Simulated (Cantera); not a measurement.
# SiH2Cl2 + Cl2 + N2 (silicon epitaxy and polysilicon growth)

Input: 1 mol SiH2Cl2, 0.039 mol Cl2, 91 mol N2, held at 0.00570 bar.

These are equilibrium values from Cantera (NASA tables, ideal gas, pure condensed phases), not measurements of a reactor. Candidate condensed phases: NH4Cl, Si, Si3N4; 28 gas species. N2 is the only nitrogen source here; it is nearly inert below about 1500 K, so the nitride shown seldom forms there in practice. The tables' values for SiCl3, SiCl are old estimates; treat these amounts as uncertain. Equilibrium is a limit: real reactors are often held back by kinetics, nucleation or transport.

```json
[
 {"T (°C)": "552", "x N2": "0.979", "x HCl": "0.0165", "x SiCl2": "4.21e-10", "x H2": "0.00256", "x SiCl4": "0.00149", "x SiCl3": "8.44e-8", "n Si3N4(s)": "0.287"},
 {"T (°C)": "652", "x N2": "0.979", "x HCl": "0.0172", "x SiCl2": "3.45e-8", "x H2": "0.00223", "x SiCl4": "0.00133", "x SiCl3": "1.07e-6", "n Si3N4(s)": "0.292"},
 {"T (°C)": "752", "x N2": "0.979", "x HCl": "0.0177", "x SiCl2": "1.18e-6", "x H2": "0.00200", "x SiCl4": "0.00120", "x SiCl3": "8.25e-6", "n Si3N4(s)": "0.296"},
 {"T (°C)": "852", "x N2": "0.979", "x HCl": "0.0180", "x SiCl2": "2.11e-5", "x H2": "0.00184", "x SiCl4": "0.00109", "x SiCl3": "4.32e-5", "n Si3N4(s)": "0.298"},
 {"T (°C)": "952", "x N2": "0.979", "x HCl": "0.0181", "x SiCl2": "0.000219", "x H2": "0.00179", "x SiCl4": "0.000880", "x SiCl3": "0.000156", "n Si3N4(s)": "0.295"},
 {"T (°C)": "1052", "x N2": "0.979", "x HCl": "0.0174", "x SiCl2": "0.00121", "x H2": "0.00211", "x SiCl4": "0.000431", "x SiCl3": "0.000309", "n Si3N4(s)": "0.273"},
 {"T (°C)": "1152", "x N2": "0.978", "x HCl": "0.0151", "x SiCl2": "0.00311", "x H2": "0.00326", "x SiCl4": "8.38e-5", "x SiCl3": "0.000258", "n Si3N4(s)": "0.227"},
 {"T (°C)": "1252", "x N2": "0.978", "x HCl": "0.0116", "x SiCl2": "0.00514", "x H2": "0.00496", "x SiCl4": "1.08e-5", "x SiCl3": "0.000136", "n Si3N4(s)": "0.170"},
 {"T (°C)": "1352", "x N2": "0.978", "x HCl": "0.00830", "x SiCl2": "0.00691", "x H2": "0.00659", "x SiCl4": "1.35e-6", "x SiCl3": "6.33e-5", "n Si3N4(s)": "0.117"},
 {"T (°C)": "1452", "x N2": "0.978", "x HCl": "0.00567", "x SiCl2": "0.00821", "x H2": "0.00782", "x SiCl4": "1.83e-7", "x SiCl3": "2.83e-5", "n Si3N4(s)": "0.0725"}
]
```
x: gas mole fraction; n: condensed amount in mol.

From 552 °C to 1452 °C the condensed part is Si3N4(s). The main Si-bearing gas is SiCl4 at 552 °C and SiCl2 at 1452 °C. The share of Si in condensed phases is highest at 852 °C (89.4 %) and lowest at 1452 °C (21.7 %).
